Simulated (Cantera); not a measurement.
## Gas-phase reforming

An isothermal, constant-pressure homogeneous reactor starts with CH4 : H2O : H2 = 1 : 0.37 : 0.1 (molar parts), at 2023 K and 840000 Pa.

Cantera simulation using GRI-Mech 3.0 (53 species, 325 reactions); the numbers are that mechanism's predictions, not measurements. GRI-Mech 3.0 stops at C3 and has no aromatics, soot or wall deposition, so with more carbon than oxygen in the feed, carbon stays in small species such as C2H2 where larger ones or solid carbon would form.

```tsv
t (s)	x CH4	x H2O	x H2	x CH2	x O2
6.00e-5	0.205	0.178	0.470	3.54e-6	6.23e-10
0.000167	0.106	0.157	0.561	2.30e-6	3.78e-10
0.000465	0.0526	0.137	0.616	1.58e-6	2.61e-10
0.00129	0.0343	0.107	0.652	1.14e-6	1.55e-10
0.00360	0.0290	0.0637	0.689	7.70e-7	5.37e-11
0.0100	0.0248	0.0216	0.723	4.72e-7	6.17e-12
0.0278	0.0226	0.00195	0.739	3.51e-7	<1e-12
0.0775	0.0224	1.06e-5	0.741	3.39e-7	<1e-12
0.216	0.0224	7.12e-6	0.741	3.39e-7	<1e-12
0.600	0.0224	7.12e-6	0.741	3.39e-7	<1e-12
1.67	0.0224	7.12e-6	0.741	3.39e-7	<1e-12
4.64	0.0224	7.12e-6	0.741	3.39e-7	<1e-12
12.9	0.0224	7.12e-6	0.741	3.39e-7	<1e-12
35.9	0.0224	7.12e-6	0.741	3.39e-7	<1e-12
100	0.0224	7.12e-6	0.741	3.39e-7	<1e-12
```
x: mole fraction; the columns are a selection and need not sum to one.

Equilibrium at this temperature and pressure: CH4 0.0224, H2O 7.20e-6, H2 0.741, CH2 3.39e-7, O2 <1e-12 (gas phase only).
